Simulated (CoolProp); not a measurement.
Propane at 293.15 K and 0.126 MPa is throttled through a valve to 0.0562 MPa with no heat exchange. Each further row changes one setting.

The numbers come from the reference Helmholtz-energy equation of state, Lemmon 2009 in CoolProp.

```tsv
case	temperature change (K)	final density (kg/m³)
as stated	___	___
outlet pressure 0.0169 MPa	___	___
outlet pressure 0.0731 MPa	___	___
```

Task: Fill in the missing entries.

Result: 
- as stated, temperature change (K): -1.3
- as stated, final density (kg/m³): 1.03
- outlet pressure 0.0169 MPa, temperature change (K): -2.0
- outlet pressure 0.0169 MPa, final density (kg/m³): 0.309
- outlet pressure 0.0731 MPa, temperature change (K): -1.0
- outlet pressure 0.0731 MPa, final density (kg/m³): 1.34
